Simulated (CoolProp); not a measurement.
Model: reference Helmholtz-energy equation of state, Lemmon 2006, in CoolProp. It is a short technical equation, of lower accuracy than the large ones.

Task: For isohexane, give the phase and the density (kg/m³), cp (kJ/(kg K)), Joule-Thomson coefficient (K/MPa), isothermal compressibility (1/MPa) at 203.75 °C and 1.2 MPa.

Result: 
- 203.75 °C and 1.2 MPa: gas; density 32.0, cp 2.67, Joule-Thomson coefficient 11.7, isothermal compressibility 1.06
